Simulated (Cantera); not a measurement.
Feed: 1 mol MgO, 3.5 mol CO, 0.82 mol CH₄, equilibrated at 600 °C and 1 atm.

These are equilibrium values from Cantera (NASA tables, ideal gas, pure condensed phases), not measurements of a reactor. Candidate condensed phases: C, C₆H₆, C₇H₈, C₈H₁₈, H₂O, Mg, MgCO₃, MgO, Mg(OH)₂; 116 gas species. Equilibrium is a limit: real reactors are often held back by kinetics, nucleation or transport.

Base state: CO₂ 0.352, H₂ 0.253, H₂O 0.191, CO 0.175, CH₄ 0.0291 (mole fractions); condensed: C(graphite) + MgO(s).

### Question
What changes in the equilibrium state with this change: MgO replaced by CuO?

### Answer
| species | before | after |
|---|---|---|
| CO₂ | 0.352 | 0.406 |
| H₂ | 0.253 | 0.213 |
| CO | 0.175 | 0.188 |
| H₂O | 0.191 | 0.173 |
| CH₄ | 0.0291 | 0.0207 |
| C(graphite), mol | 2.50 | 1.96 |
| MgO(s), mol | 1.00 | 0 |
| Cu(s), mol | 0 | 1.00 |
Further candidate phases: Cu, CuO, Cu(OH)₂, Cu₂O.

### Question
What changes in the equilibrium state with this change: MgO replaced by Ta₂O₅?

### Answer
```csv
species,before,after
CO₂,0.352,0.352
H₂,0.253,0.253
H₂O,0.191,0.191
CO,0.175,0.175
CH₄,0.0291,0.0291
"C(graphite), mol",2.50,2.50
"MgO(s), mol",1.00,0
"Ta₂O₅(s), mol",0,1.00
```
Further candidate phases: Ta, TaC, Ta₂O₅.

### Question
What changes in the equilibrium state with this change: MgO replaced by Cu₂O?

### Answer
```csv
species,before,after
CO₂,0.352,0.406
H₂,0.253,0.213
CO,0.175,0.188
H₂O,0.191,0.173
CH₄,0.0291,0.0207
"C(graphite), mol",2.50,1.96
"MgO(s), mol",1.00,0
"Cu(s), mol",0,2.00
```
Further candidate phases: Cu, CuO, Cu(OH)₂, Cu₂O.
